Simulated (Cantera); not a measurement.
**Adiabatic ignition**

An adiabatic, constant-pressure homogeneous reactor starts with 4.79 % CH4, 18.1 % O2, 68.0 % N2, 9.10 % H2O, at 1698 K and 10.0 bar.

Detailed kinetics in Cantera: GRI-Mech 3.0 (53 species, 325 reactions).

```
t (s)     T (K)   x CH4    x O2   x H2O    x HO2      x NO   x C2H2     x HCN
--------  -----  ------  ------  ------  -------  --------  -------  --------
6.00e-6    1698  0.0477   0.181  0.0912  1.01e-5  4.53e-12  1.99e-9    <1e-12
1.91e-5    1709  0.0444   0.178  0.0935  6.07e-5  1.00e-10  1.54e-6  1.46e-11
6.06e-5    2567  <1e-12  0.0828   0.179  2.00e-5  0.000176   <1e-12  5.81e-12
0.000192   2565  <1e-12  0.0825   0.179  1.99e-5  0.000893   <1e-12  6.33e-12
0.000612   2562  <1e-12  0.0815   0.179  1.95e-5   0.00299   <1e-12  7.91e-12
0.00194    2554  <1e-12  0.0791   0.179  1.88e-5   0.00782   <1e-12  1.09e-11
0.00617    2545  <1e-12  0.0767   0.179  1.79e-5    0.0130   <1e-12  1.32e-11
0.0196     2544  <1e-12  0.0762   0.179  1.78e-5    0.0138   <1e-12  1.35e-11
0.0623     2544  <1e-12  0.0762   0.179  1.78e-5    0.0138   <1e-12  1.35e-11
0.198      2544  <1e-12  0.0762   0.179  1.78e-5    0.0138   <1e-12  1.35e-11
0.629      2544  <1e-12  0.0762   0.179  1.78e-5    0.0138   <1e-12  1.35e-11
2.00       2544  <1e-12  0.0762   0.179  1.78e-5    0.0138   <1e-12  1.35e-11
```
x: mole fraction; the columns are a selection and need not sum to one.

| Quantity | Result |
|---|---|
| time of steepest temperature rise | 32.1 µs |
| temperature at 2.00 s | 2544 K |
| equilibrium temperature | 2544 K |
| x(CH4) at 2.00 s | <1e-12 (gas-phase equilibrium <1e-12) |
| x(O2) at 2.00 s | 0.0762 (gas-phase equilibrium 0.0762) |
| x(H2O) at 2.00 s | 0.179 (gas-phase equilibrium 0.179) |
